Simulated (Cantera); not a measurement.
# Titanium nitride, carbide and oxide coatings: Ti(OiPr)4 + CH4

Feed: 1 mol Ti(OiPr)4, 0.28 mol CH4, equilibrated at 27.0 mbar.

Cantera equilibrium calculation (NASA polynomials, part measured and part estimated; ideal gas, pure solids and liquids). Candidate condensed phases: C, C6H6, C7H8, C8H18, H2O, Ti, TiC, TiO, TiO2, Ti2O3, Ti3O5, Ti4O7; 113 gas species. The feed counts by its element totals alone. TiC: taken at fixed stoichiometry. Condensed phases not in the tables: Magnéli phases beyond Ti4O7. Equilibrium is a limit: real reactors are often held back by kinetics, nucleation or transport.

At 1050 K the condensed part is C(graphite) + TiO2(rutile). At 1200 K the condensed part is C(graphite) + Ti3O5(s). From 1350 K to 1950 K the condensed part is C(graphite) + TiC(s).

```tsv
T (K)	log p H2	log p CO	log p H	log p CH4	log p H2O	log p C2H2 (acetylene)	log p CO2	log p CH3	n C(graphite)	n TiO2(rutile)	n Ti3O5(s)	n TiC(s)
1050	-1.63	-2.49	-8.90	-4.49	-4.85	-10.01	-5.65	-10.52	10.3	1.00	0	0
1200	-1.63	-2.43	-7.52	-5.07	-5.65	-8.62	-6.58	-9.68	9.94	0	0.333	0
1350	-1.67	-2.24	-6.46	-5.59	-6.15	-7.58	-7.01	-9.08	7.28	0	0	1.00
1500	-1.67	-2.24	-5.59	-5.94	-6.67	-6.72	-7.65	-8.55	7.28	0	0	1.00
1650	-1.67	-2.24	-4.88	-6.23	-7.10	-6.02	-8.17	-8.12	7.28	0	0	1.00
1800	-1.68	-2.24	-4.28	-6.46	-7.46	-5.43	-8.60	-7.77	7.27	0	0	1.00
1950	-1.68	-2.24	-3.78	-6.67	-7.76	-4.94	-8.96	-7.47	7.26	0	0	1.00
```
log p: log10 of the partial pressure in bar; n: condensed amount in mol.
